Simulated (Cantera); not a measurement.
Input: 1 mol Si3N4, 0.47 mol H2O, 14 mol H2, at 0.000450 bar.

Cantera equilibrium calculation (NASA polynomials, part measured and part estimated; ideal gas, pure solids and liquids). Candidate condensed phases: H2O, Si, SiO2, Si2N2O, Si3N4; 35 gas species. Mutual solubility and eutectic melting of coexisting phases are not modelled. Equilibrium is a limit: real reactors are often held back by kinetics, nucleation or transport.

Task: At 1498 K, list the 5 most abundant gas species with their mole fractions, and the condensed phases.

Result: H2 0.900, N2 0.0971, SiO 0.00191, H 0.000769, Si 2.23e-5. Condensed: Si(s) + Si2N2O(s).
